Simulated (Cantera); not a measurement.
## Thermodynamics of silicon etching in halogen gases, feed Si + HCl

A closed system holds: 1 mol Si, 8.4 mol HCl, equilibrated at 0.000140 bar.

Equilibrium computed with Cantera from the NASA thermochemical tables; the gas is ideal and each condensed phase is pure. Candidate condensed phases: Si; 19 gas species. The tables' values for SiCl3 are old estimates; treat these amounts as uncertain. Equilibrium is a limit: real reactors are often held back by kinetics, nucleation or transport.

```json
[
 {"T (K)": "575", "log p HCl": "-4.08", "log p H2": "-4.42", "log p SiCl4": "-4.72", "log p SiCl2": "<-15", "log p SiCl3": "-13.59"},
 {"T (K)": "650", "log p HCl": "-4.08", "log p H2": "-4.42", "log p SiCl4": "-4.72", "log p SiCl2": "<-15", "log p SiCl3": "-11.72"},
 {"T (K)": "725", "log p HCl": "-4.08", "log p H2": "-4.42", "log p SiCl4": "-4.72", "log p SiCl2": "-13.39", "log p SiCl3": "-10.25"},
 {"T (K)": "800", "log p HCl": "-4.08", "log p H2": "-4.42", "log p SiCl4": "-4.72", "log p SiCl2": "-11.35", "log p SiCl3": "-9.06"},
 {"T (K)": "875", "log p HCl": "-4.08", "log p H2": "-4.42", "log p SiCl4": "-4.72", "log p SiCl2": "-9.66", "log p SiCl3": "-8.07"},
 {"T (K)": "950", "log p HCl": "-4.08", "log p H2": "-4.42", "log p SiCl4": "-4.73", "log p SiCl2": "-8.25", "log p SiCl3": "-7.25"},
 {"T (K)": "1025", "log p HCl": "-4.08", "log p H2": "-4.43", "log p SiCl4": "-4.73", "log p SiCl2": "-7.06", "log p SiCl3": "-6.56"},
 {"T (K)": "1100", "log p HCl": "-4.07", "log p H2": "-4.44", "log p SiCl4": "-4.77", "log p SiCl2": "-6.10", "log p SiCl3": "-6.01"},
 {"T (K)": "1175", "log p HCl": "-4.05", "log p H2": "-4.50", "log p SiCl4": "-4.91", "log p SiCl2": "-5.44", "log p SiCl3": "-5.67"},
 {"T (K)": "1250", "log p HCl": "-4.01", "log p H2": "-4.59", "log p SiCl4": "-5.18", "log p SiCl2": "-5.08", "log p SiCl3": "-5.56"},
 {"T (K)": "1325", "log p HCl": "-3.99", "log p H2": "-4.68", "log p SiCl4": "-5.58", "log p SiCl2": "-4.92", "log p SiCl3": "-5.62"},
 {"T (K)": "1400", "log p HCl": "-3.98", "log p H2": "-4.73", "log p SiCl4": "-6.06", "log p SiCl2": "-4.85", "log p SiCl3": "-5.77"}
]
```
log p: log10 of the partial pressure in bar; nothing condenses.

From 575 K to 1400 K nothing is condensed. The main Si-bearing gas is SiCl4 at 575 K and SiCl2 at 1400 K.
